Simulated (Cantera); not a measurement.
Input: 1 mol borazine, 0.17 mol H₂O, 170 mol N₂, 1.5 mol H₂, at 0.563 Torr.

These are equilibrium values from Cantera (NASA tables, ideal gas, pure condensed phases), not measurements of a reactor. Candidate condensed phases: B, BN, B₂O₃, B₃O₃H₃, H₂O; 39 gas species. The feed counts by its element totals alone. Equilibrium is a limit: real reactors are often held back by kinetics, nucleation or transport.

### Question
At 1275 K, list the 6 most abundant gas species with their mole fractions, and the condensed phases.

### Answer
N₂ 0.973, H₂ 0.0265, HBO₂ 0.000313, B₂O₃ 9.32e-5, HBO 4.65e-5, H₂O 1.88e-5. Condensed: BN(s).
